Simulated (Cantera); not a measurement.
Feed: 1 mol Na₂CO₃, 2.5 mol H₂, at 0.630 Torr.

Cantera equilibrium calculation (NASA polynomials, part measured and part estimated; ideal gas, pure solids and liquids). Candidate condensed phases: C, C₆H₆, C₇H₈, C₈H₁₈, H₂O, Na, NaOH, NaO₂, Na₂CO₃, Na₂O, Na₂O₂; 117 gas species. Kinetics and transport are ignored.

x: gas mole fraction; n: condensed amount in mol.

```
T (°C)   x H₂      x Na     x H₂O     x CO     x CO₂    x NaOH       x H  n Na₂CO₃(s)
------  -----  --------  --------  -------  --------  --------  --------  -----------
477     0.999  0.000216  0.000264  6.09e-5   9.84e-8   1.74e-7  1.09e-11        1.000
577     0.992   0.00315   0.00314  0.00156   1.51e-5   1.01e-5  7.04e-10        0.996
677     0.935    0.0261    0.0255   0.0126  0.000613  0.000296   1.86e-8        0.966
777     0.675     0.132     0.120   0.0563    0.0118   0.00421   2.30e-7        0.786
877     0.199     0.344     0.249   0.0895    0.0945    0.0241   1.15e-6            0
977     0.187     0.350     0.263   0.0965    0.0868       ___       ___            0
1077    0.178     0.354     0.273    0.103    0.0803    0.0122   3.47e-5            0
1177    0.171     0.356     0.281    0.108    0.0748   0.00928  0.000135            0
1277    0.165     0.358     0.287    0.112    0.0701       ___       ___            0
1377    0.160     0.359     0.292    0.116    0.0662   0.00588   0.00125            0
1477    0.155     0.359     0.296    0.119    0.0628   0.00486   0.00316            0
1577    0.150     0.359     0.298    0.121    0.0600   0.00409   0.00719            0
1677    0.144     0.357     0.296    0.123    0.0575   0.00349    0.0150            0
```

### Question
Fill in the missing entries.

### Answer

- 977, x NaOH: 0.0168
- 977, x H: 7.21e-6
- 1277, x NaOH: 0.00729
- 1277, x H: 0.000441
